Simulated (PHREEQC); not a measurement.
**Copper plating or etch bath: speciation**

Consider water at 25 °C with 0.00038 mol/kgw CuSO4, 6.4e-05 mol/kgw HBF4 and 0.056 mol/kgw KCl. Closed to the air; pH follows from the charge balance.

The numbers come from PHREEQC with the ion-association model, phreeqc.dat.

This is a speciation only: nothing precipitates in the calculation.

What pH, density does the model give?

pH 3.75; density 1.000 g/cm³.

In which forms is S present?

SO4-2 84 %, KSO4- 14 %, CuSO4 1.2 %, HSO4- 0.8 % of the S.

Real BF4- forms and hydrolyses slowly; the run takes it at equilibrium.
